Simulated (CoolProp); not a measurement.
The fluid at 345.29 K and 0.169 MPa expands adiabatically to 0.0158 MPa with isentropic efficiency 1. The same conditions are run with several fluids, on thermodynamics alone (safety and materials aside).

The numbers come from the reference Helmholtz-energy equation of state of each fluid (R125: Lemmon 2005; hydrogen chloride: Thol 2018; CF4 (R14): Platzer 1990; fluoroethane (R161): Wu 2012; sulfur dioxide: Gao 2016) in CoolProp. The equations of Platzer and Polt are older, rougher fits.

**Question.** Rank R125, hydrogen chloride, CF4 (R14), fluoroethane (R161), sulfur dioxide by work (kJ/kg), highest first.

**Answer.** hydrogen chloride (135), fluoroethane (R161) (120), sulfur dioxide (83.1), CF4 (R14) (66.2), R125 (50.9)

| fluid | final temperature (K) | final phase | final density (kg/m³) |
|---|---|---|---|
| R125 | 281.1 | gas | 0.814 |
| hydrogen chloride | 175.6 | gas | 0.397 |
| CF4 (R14) | 249.0 | gas | 0.672 |
| fluoroethane (R161) | 246.1 | gas | 0.373 |
| sulfur dioxide | 228.0 | two-phase, vapour fraction 0.970 | 0.555 |
